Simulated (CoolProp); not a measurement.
Vapour-liquid equilibrium of n-heptane (1) + n-dodecane (2) at 0.277 MPa; x and y are mole fractions of (1).

Values from CoolProp's multi-fluid Helmholtz-energy mixture model, Span 2003 and Lemmon 2004; pair parameters Bell 2016.

```json
[
 {"x": "0.05", "bubble temperature (°C)": "___", "y at the bubble point": "___", "dew temperature at overall composition x (°C)": "260.9", "liquid density (mol/L)": "3.342"},
 {"x": "0.2", "bubble temperature (°C)": "214.4", "y at the bubble point": "0.688", "dew temperature at overall composition x (°C)": "252.6", "liquid density (mol/L)": "3.735"},
 {"x": "0.35", "bubble temperature (°C)": "___", "y at the bubble point": "___", "dew temperature at overall composition x (°C)": "243.2", "liquid density (mol/L)": "4.102"},
 {"x": "0.5", "bubble temperature (°C)": "169.8", "y at the bubble point": "0.937", "dew temperature at overall composition x (°C)": "232.2", "liquid density (mol/L)": "___"},
 {"x": "0.65", "bubble temperature (°C)": "156.8", "y at the bubble point": "0.970", "dew temperature at overall composition x (°C)": "218.5", "liquid density (mol/L)": "4.815"},
 {"x": "0.8", "bubble temperature (°C)": "147.0", "y at the bubble point": "0.987", "dew temperature at overall composition x (°C)": "199.7", "liquid density (mol/L)": "5.193"},
 {"x": "0.95", "bubble temperature (°C)": "139.1", "y at the bubble point": "0.997", "dew temperature at overall composition x (°C)": "165.3", "liquid density (mol/L)": "5.600"}
]
```

Question: Some entries are withheld; supply them.

Answer: 
- 0.05, bubble temperature (°C): 250.2
- 0.05, y at the bubble point: 0.240
- 0.35, bubble temperature (°C): 188.0
- 0.35, y at the bubble point: 0.866
- 0.5, liquid density (mol/L): 4.456

No azeotrope shows between x = 0.05 and 0.95.

The pair parameters rest on a limited set of measurements; away from them the model extrapolates.
